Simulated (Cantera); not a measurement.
Feed: 1 mol TiC, 0.17 mol H2, 0.046 mol C, held at 1698.15 K and 540 Torr.

Cantera equilibrium calculation (NASA polynomials, part measured and part estimated; ideal gas, pure solids and liquids). Candidate condensed phases: C, C6H6, C7H8, C8H18, Ti, TiC; 77 gas species. TiC: taken at fixed stoichiometry. Equilibrium is a limit: real reactors are often held back by kinetics, nucleation or transport.

Q: What is the equilibrium state?

A: 
```json
{
 "x(H2)": "0.999",
 "x(CH4)": "0.000792",
 "x(H)": "0.000171",
 "x(C2H2 (acetylene))": "7.21e-5",
 "x(CH3)": "2.75e-6",
 "x(C2H4)": "2.56e-6",
 "n(C(graphite))": "0.0458 mol",
 "n(TiC(s))": "1.00 mol",
 "gas_amount": "0.1699 mol",
 "log10 activity of Ti(β) (absent)": "-5.01"
}
```
